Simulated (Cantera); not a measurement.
An adiabatic, constant-pressure homogeneous reactor starts with H₂ : O₂ : N₂ : H₂O = 1 : 1.19 : 4.48 : 0.17 (molar parts), equivalence ratio 0.42, at 1123 K and 27.6 atm.

Cantera simulation using GRI-Mech 3.0 (53 species, 325 reactions); the numbers are that mechanism's predictions, not measurements. The hydrogen kinetics of GRI-Mech 3.0 are dated; newer H2 mechanisms differ, most at raised pressure. The pressure lies above the range GRI-Mech 3.0 was tuned for (to about 10 atm).

One state of this run: T (K) = 2152; x H₂ = 8.89e-5; x O₂ = 0.108; x H₂O = 0.183; x HO₂ = 9.49e-6; x O = 0.000124; x H₂O₂ = 9.47e-7; x N₂O = 2.09e-6. x: mole fraction; the columns are a selection and need not sum to one.

Task: Which value of t (s) does it belong to?
A. 4.43e-6
B. 0.000521
C. 0.00115
D. 0.000106

Result: C, 0.00115
